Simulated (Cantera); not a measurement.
Input: 1 mol CCl4, 1.7 mol F2, at 1398.15 K and 1000 Pa.

Cantera equilibrium calculation (NASA polynomials, part measured and part estimated; ideal gas, pure solids and liquids). Candidate condensed phases: C; 27 gas species. Gases not in the tables: C2F6 and larger saturated fluorocarbons. Kinetics and transport are ignored.

Base state: Cl2 0.525, CF4 0.260, Cl 0.203, CClF3 0.0121, CCl2F2 0.000503, CF2 4.25e-5, ClF 4.07e-5, CCl3F 1.65e-5 (mole fractions); condensed: C(graphite).

What changes in the equilibrium state with this change: pressure from 1000 Pa to 200 Pa?


```csv
species,before,after
Cl,0.203,0.383
Cl2,0.525,0.374
CF4,0.260,0.237
CClF3,0.0121,0.00640
CCl3F,1.65e-5,2.90e-6
CCl2F2,0.000503,0.000153
F,7.01e-6,2.29e-5
CF2,4.25e-5,9.07e-5
"C(graphite), mol",0.140,0.144
```
